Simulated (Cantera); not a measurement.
Feed: 1 mol B, 1.1 mol O2, 78 mol H2, held at 8100 Pa.

Cantera equilibrium calculation (NASA polynomials, part measured and part estimated; ideal gas, pure solids and liquids). Candidate condensed phases: B, B2O3, B3O3H3, H2O; 23 gas species. Gases not in the tables: H3BO3. The numbers say what is thermodynamically allowed, not how fast it happens.

x: gas mole fraction; n: condensed amount in mol.

```csv
T (°C),x H2,x HBO2,x H2O,x H,x HBO,x B2O3,n B2O3(l)
477,0.991,7.22e-9,0.00893,1.11e-12,<1e-12,<1e-12,0.496
577,0.991,2.09e-7,0.00895,7.17e-11,9.59e-12,<1e-12,0.498
677,0.991,2.89e-6,0.00896,1.95e-9,7.65e-10,3.31e-12,0.499
777,0.991,2.36e-5,0.00895,2.84e-8,2.58e-8,4.03e-10,0.498
877,0.991,0.000131,0.00890,2.61e-7,4.63e-7,2.05e-8,0.494
977,0.991,0.000539,0.00870,1.69e-6,5.18e-6,5.44e-7,0.478
1077,0.990,0.00174,0.00812,8.33e-6,4.10e-5,8.68e-6,0.430
1177,0.988,0.00446,0.00685,3.30e-5,0.000255,9.28e-5,0.308
1277,0.984,0.00923,0.00499,0.000110,0.00134,0.000719,0.0276
1377,0.982,0.00902,0.00547,0.000316,0.00206,0.000799,0
1477,0.981,0.00837,[?],[?],[?],0.000758,0
1577,0.979,0.00769,0.00689,0.00187,0.00346,0.000694,0
1677,0.976,[?],[?],[?],[?],[?],0
1777,0.972,0.00625,0.00844,0.00786,0.00474,0.000522,0
```

Some entries are withheld; supply them.


- 1477, x H2O: 0.00616
- 1477, x H: 0.000809
- 1477, x HBO: 0.00274
- 1677, x HBO2: 0.00698
- 1677, x H2O: 0.00765
- 1677, x H: 0.00398
- 1677, x HBO: 0.00414
- 1677, x B2O3: 0.000613
